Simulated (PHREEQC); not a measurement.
Solution (69 °C): 28 mmol/kgw H2S and 0.41 mmol/kgw NaOH. Closed to the air; pH follows from the charge balance.

Equilibrium calculation in PHREEQC: ion-association model, phreeqc.dat.

| quantity | before | after |
|---|---|---|
| pH | 4.76 | 4.07 |
| ionic strength (mol/kgw) | 0.000428 | 8.70e-5 |

Name the change that produced these shifts.
A. H2S left out
B. diluted 100-fold with water
C. NaOH left out
D. NaOH replaced by Na2CO3 at the same molality
E. temperature from 69 to 35 °C

C, NaOH left out

This is a speciation only: nothing precipitates in the calculation. Constants without temperature data keep their 25 °C values here.
